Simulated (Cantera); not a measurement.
An adiabatic, constant-volume homogeneous reactor starts with CO : H2 : O2 : N2 = 1 : 0.27 : 0.397 : 1.49 (molar parts), equivalence ratio 1.6, at 1250 K and 380000 Pa. Integrator tolerance rtol = 1e-08.

Computed with Cantera and GRI-Mech 3.0 (53 species, 325 reactions). The hydrogen kinetics of GRI-Mech 3.0 are dated; newer H2 mechanisms differ, most at raised pressure. Above 3000 K some thermodynamic fits are extrapolated.

Problem. What does this change do: initial temperature 1250 to 1225 K?

Solution. 
```
quantity                                                            before                                    after
---------------------------------  ---------------------------------------  ---------------------------------------
time of steepest temperature rise                                  16.9 µs                                  20.0 µs
temperature at 4.00 s                                               3023 K                                   3016 K
equilibrium temperature                                             3023 K                                   3016 K
x(CO) at 4.00 s                        0.193 (gas-phase equilibrium 0.193)      0.192 (gas-phase equilibrium 0.192)
x(H2) at 4.00 s                      0.0120 (gas-phase equilibrium 0.0120)    0.0119 (gas-phase equilibrium 0.0119)
x(O2) at 4.00 s                      0.0106 (gas-phase equilibrium 0.0106)    0.0102 (gas-phase equilibrium 0.0102)
x(H2O2) at 4.00 s                  3.88e-7 (gas-phase equilibrium 3.88e-7)  3.83e-7 (gas-phase equilibrium 3.83e-7)
x(NO2) at 4.00 s                   3.30e-6 (gas-phase equilibrium 3.30e-6)  3.21e-6 (gas-phase equilibrium 3.21e-6)
```
